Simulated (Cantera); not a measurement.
**Carbon deposition, reforming and gasification: acetone + O2 + H2O**

Input: 1 mol acetone, a varied amount of O2, 0.033 mol H2O, equilibrated at 1750 °C and 10.0 Torr.

Method: chemical equilibrium by Gibbs-energy minimisation in Cantera with the NASA 1993 tables (ideal gas, pure condensed phases). Candidate condensed phases: C, C6H6, C7H8, C8H18, H2O; 110 gas species. The feed counts by its element totals alone. The numbers say what is thermodynamically allowed, not how fast it happens.

| n(O2) (mol) | x H2 | x CO | x H2O | x CO2 | x H | x OH | n C(graphite) |
|---|---|---|---|---|---|---|---|
| 0.04 | 0.719 | 0.267 | 2.73e-7 | 2.17e-8 | 0.0140 | 5.53e-10 | 1.88 |
| 0.07 | 0.709 | 0.277 | 2.80e-7 | 2.34e-8 | 0.0139 | 5.70e-10 | 1.82 |
| 0.12 | 0.692 | 0.294 | 2.90e-7 | 2.63e-8 | 0.0137 | 5.98e-10 | 1.72 |
| 0.21 | 0.664 | 0.322 | 3.05e-7 | 3.16e-8 | 0.0134 | 6.42e-10 | 1.54 |
| 0.37 | 0.620 | 0.367 | 3.24e-7 | 4.11e-8 | 0.0130 | 7.06e-10 | 1.22 |
| 0.64 | 0.557 | 0.430 | 3.42e-7 | 5.65e-8 | 0.0123 | 7.85e-10 | 0.682 |
| 1.1 | 0.463 | 0.487 | 0.0313 | 0.00705 | 0.0112 | 7.88e-5 | 0 |
| 1.9 | 0.270 | 0.420 | 0.226 | 0.0754 | 0.00855 | 0.000747 | 0 |
x: gas mole fraction; n: condensed amount in mol.

From 0.04 mol O2 to 0.64 mol O2 the condensed part is C(graphite). From 1.1 mol O2 to 1.9 mol O2 nothing is condensed. The main C-bearing gas is CO throughout.
